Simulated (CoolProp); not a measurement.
A single-stage vapour-compression cycle with dimethyl ether: evaporating at 318.15 K (dew point), condensing at 347.15 K (bubble point), superheat 8 K, subcooling 8 K, compressor efficiency 0.9, no pressure losses. Each further row changes one setting.

The numbers come from the reference Helmholtz-energy equation of state, Wu 2011 in CoolProp.

```json
[
 {"case": "as stated", "cooling COP": "8.81", "pressure ratio": "1.95", "discharge temperature (K)": "361.4", "refrigerating effect (kJ/kg)": "328", "volumetric capacity (kJ/m³)": "6640"},
 {"case": "evaporating temperature 323.15 K", "cooling COP": "11.0", "pressure ratio": "1.72", "discharge temperature (K)": "?", "refrigerating effect (kJ/kg)": "332", "volumetric capacity (kJ/m³)": "?"},
 {"case": "condensing temperature 342.15 K", "cooling COP": "10.9", "pressure ratio": "1.75", "discharge temperature (K)": "?", "refrigerating effect (kJ/kg)": "341", "volumetric capacity (kJ/m³)": "6910"},
 {"case": "subcooling 13 K", "cooling COP": "9.17", "pressure ratio": "1.95", "discharge temperature (K)": "361.4", "refrigerating effect (kJ/kg)": "341", "volumetric capacity (kJ/m³)": "?"},
 {"case": "superheat 18 K", "cooling COP": "8.81", "pressure ratio": "1.95", "discharge temperature (K)": "371.1", "refrigerating effect (kJ/kg)": "346", "volumetric capacity (kJ/m³)": "6670"},
 {"case": "compressor efficiency 0.8", "cooling COP": "7.83", "pressure ratio": "1.95", "discharge temperature (K)": "363.6", "refrigerating effect (kJ/kg)": "328", "volumetric capacity (kJ/m³)": "6640"}
]
```

Q: Fill in the missing entries.

A: 
- evaporating temperature 323.15 K, discharge temperature (K): 360.2
- evaporating temperature 323.15 K, volumetric capacity (kJ/m³): 7620
- condensing temperature 342.15 K, discharge temperature (K): 355.4
- subcooling 13 K, volumetric capacity (kJ/m³): 6920
